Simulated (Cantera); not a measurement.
Adiabatic ignition

An adiabatic, constant-pressure homogeneous reactor starts with 21.6 % H₂, 15.4 % O₂, 58.0 % N₂, 4.96 % H₂O, equivalence ratio 0.70, at 1148 K and 270000 Pa.

Detailed kinetics in Cantera: GRI-Mech 3.0 (53 species, 325 reactions). The hydrogen kinetics of GRI-Mech 3.0 are dated; newer H2 mechanisms differ, most at raised pressure.

```json
[
 {"t (s)": "1.00e-5", "T (K)": "1148", "x H₂": "0.216", "x O₂": "0.154", "x H₂O": "0.0496", "x H₂O₂": "1.14e-9", "x O": "1.01e-8", "x HO₂": "1.74e-7"},
 {"t (s)": "3.01e-5", "T (K)": "1148", "x H₂": "0.216", "x O₂": "0.154", "x H₂O": "0.0497", "x H₂O₂": "2.09e-7", "x O": "8.55e-7", "x HO₂": "1.66e-5"},
 {"t (s)": "9.03e-5", "T (K)": "2497", "x H₂": "0.00771", "x O₂": "0.0497", "x H₂O": "0.277", "x H₂O₂": "7.03e-7", "x O": "0.00331", "x HO₂": "1.18e-5"},
 {"t (s)": "0.000271", "T (K)": "2533", "x H₂": "0.00542", "x O₂": "0.0493", "x H₂O": "0.282", "x H₂O₂": "7.78e-7", "x O": "0.00232", "x HO₂": "1.13e-5"},
 {"t (s)": "0.000816", "T (K)": "2532", "x H₂": "0.00541", "x O₂": "0.0490", "x H₂O": "0.282", "x H₂O₂": "7.73e-7", "x O": "0.00230", "x HO₂": "1.12e-5"},
 {"t (s)": "0.00245", "T (K)": "2529", "x H₂": "0.00539", "x O₂": "0.0480", "x H₂O": "0.282", "x H₂O₂": "7.61e-7", "x O": "0.00224", "x HO₂": "1.10e-5"},
 {"t (s)": "0.00737", "T (K)": "2523", "x H₂": "0.00535", "x O₂": "0.0461", "x H₂O": "0.282", "x H₂O₂": "7.37e-7", "x O": "0.00213", "x HO₂": "1.05e-5"},
 {"t (s)": "0.0221", "T (K)": "2519", "x H₂": "0.00532", "x O₂": "0.0449", "x H₂O": "0.282", "x H₂O₂": "7.22e-7", "x O": "0.00207", "x HO₂": "1.02e-5"},
 {"t (s)": "0.0665", "T (K)": "2519", "x H₂": "0.00532", "x O₂": "0.0449", "x H₂O": "0.282", "x H₂O₂": "7.21e-7", "x O": "0.00206", "x HO₂": "1.02e-5"},
 {"t (s)": "0.200", "T (K)": "2519", "x H₂": "0.00532", "x O₂": "0.0449", "x H₂O": "0.282", "x H₂O₂": "7.21e-7", "x O": "0.00206", "x HO₂": "1.02e-5"}
]
```
x: mole fraction; the columns are a selection and need not sum to one.

- time of steepest temperature rise = 53.4 µs
- temperature at 0.200 s = 2519 K
- equilibrium temperature = 2519 K
- x(H₂) at 0.200 s = 0.00532 (gas-phase equilibrium 0.00532)
- x(O₂) at 0.200 s = 0.0449 (gas-phase equilibrium 0.0449)
- x(H₂O) at 0.200 s = 0.282 (gas-phase equilibrium 0.282)
